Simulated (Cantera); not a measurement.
Charge: 1 mol Pb, 78 mol H2, at 1077 °C and 7.70 bar.

Method: chemical equilibrium by Gibbs-energy minimisation in Cantera with the NASA 1993 tables (ideal gas, pure condensed phases). Candidate condensed phases: Pb; 4 gas species. Rates play no part.

Base state: H2 0.999, Pb 0.000635 (mole fractions); condensed: Pb(l).

### Question
What changes in the equilibrium state with this change: pressure from 7.70 bar to 1 atm?

### Answer
```tsv
species	before	after
H2	0.999	0.995
Pb	0.000635	0.00483
Pb(l), mol	0.950	0.621
```
